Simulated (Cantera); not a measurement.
Input (Python, Cantera) and output of one run.

```python
import numpy as np
import cantera as ct

gas_names = """
    H HNO HNO2 HNO3 HO2 H2 H2O H2O2 N NH NH2 NH3 NH2OH NO NO2 NO3 N2 N2H2 N2H4 N2O O OH O2 O3 Si SiH
    SiH2 SiH3 SiH4 SiN SiO SiO2 Si2 Si2N Si3
""".split()
cond_names = """
    H2O(s) H2O(L) Si(cr) Si(L) SiO2(Lqz) SiO2(hqz) SiO2(L) Si2N2O(s) Si3N4(a)
""".split()


# ... load() reads the species with a 1 bar reference pressure and builds the phases ...
atoms = {
    'Si': {'Si': 1},
    'N2O': {'N': 2, 'O': 1},
    'H2': {'H': 2},
}
top_T = {'Si2N2O(s)': 2100, 'Si3N4(a)': 2400}  # K; cautious upper limits of use, not melting points


# ... equilibrate(T, P, feed) seeds the gas with the atoms and calls Mixture.equilibrate('TP', solver="vcs", rtol=1e-11, max_steps=5000) ...
results = []
feed = {'Si': 1, 'N2O': 0.025, 'H2': 290}  # mol
P = 47  # Pa
for T in [1248, 1298, 1348, 1398, 1448, 1498, 1548, 1598, 1648, 1698, 1748, 1798, 1848]:
    mix = equilibrate(T, P, feed)
    results.append((T, P, feed, dict(zip(mix.species_names, mix.species_moles))))

top = {s: max(r[3][s] / sum(r[3][g] for g in gas_names) for r in results) for s in gas_names}
cols = sorted((s for s in top if top[s] > 0.001), key=lambda s: -top[s])[:5]
seen = [c for c in cond_names if any(r[3].get(c, 0) > 1e-12 for r in results)]
print("log10 of partial pressures in bar; condensed amounts in mol")
print(f"{'T/K':>10s}" + "".join(f"{s[:9]:>10s}" for s in cols + seen))
for T, P, feed, n in results:
    ng = sum(n[g] for g in gas_names)
    print(f"{T:10.4g}" + "".join(f"{np.log10(max(n[s] / ng * P / 1e5, 1e-99)):10.3f}" for s in cols)
          + "".join(f"{n.get(c, 0):10.4g}" for c in seen))
```

Result:

```
log10 of partial pressures in bar; condensed amounts in mol
       T/K        H2         H        Si    Si(cr)     Si(L) Si2N2O(s)
      1248    -3.328    -7.995   -11.110    0.9549         0   0.02009
      1298    -3.328    -7.634   -10.391    0.9728         0  0.002113
      1348    -3.328    -7.300    -9.726    0.9748         0         0
      1398    -3.328    -6.989    -9.108    0.9744         0         0
      1448    -3.328    -6.699    -8.534    0.9728         0         0
      1498    -3.328    -6.429    -7.998    0.9679         0         0
      1548    -3.329    -6.176    -7.498    0.9534         0         0
      1598    -3.329    -5.938    -7.029    0.9126         0         0
      1648    -3.330    -5.715    -6.589    0.8053         0         0
      1698    -3.332    -5.506    -6.183         0     0.545         0
      1748    -3.334    -5.308    -5.837         0   0.02417         0
      1798    -3.336    -5.122    -5.822         0         0         0
      1848    -3.340    -4.946    -5.820         0         0         0
```

Equilibrium computed with Cantera from the NASA thermochemical tables; the gas is ideal and each condensed phase is pure. Mutual solubility and eutectic melting of coexisting phases are not modelled. Gases not in the tables: Si2H6 and higher silanes.
